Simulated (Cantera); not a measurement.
# Reactions in the system Cl-H-Ti

Cantera with NASA thermochemical tables; ideal gases at 1 bar, condensed phases pure. Values are per mole of reaction as written; species without (g) are pure solids or liquids, kept so even where they would boil at 1 bar.

2 Ti + 6 HCl(g) = 3 H2(g) + 2 TiCl3(g)

| T (K) | ΔH° (kJ) | ΔS° (J/K) | ΔG° (kJ) | log10 K |
|---|---|---|---|---|
| 2048 | -558.0 | -163.2 | -223.8 | 5.71 |
| 2073 | -558.8 | -163.6 | -219.7 | 5.54 |
| 2098 | -559.7 | -164.0 | -215.6 | 5.37 |
| 2123 | -560.5 | -164.4 | -211.5 | 5.20 |
| 2148 | -561.4 | -164.8 | -207.4 | 5.04 |
| 2173 | -562.2 | -165.2 | -203.3 | 4.89 |

Cl2(g) + 2 TiCl3(g) = 2 TiCl4(g)

```csv
T (K),ΔH° (kJ),ΔS° (J/K),ΔG° (kJ),log10 K
2048,-436.9,-134.3,-161.9,4.13
2073,-436.8,-134.2,-158.5,3.99
2098,-436.6,-134.2,-155.2,3.86
2123,-436.5,-134.1,-151.8,3.74
2148,-436.4,-134.0,-148.5,3.61
2173,-436.2,-134.0,-145.1,3.49
```
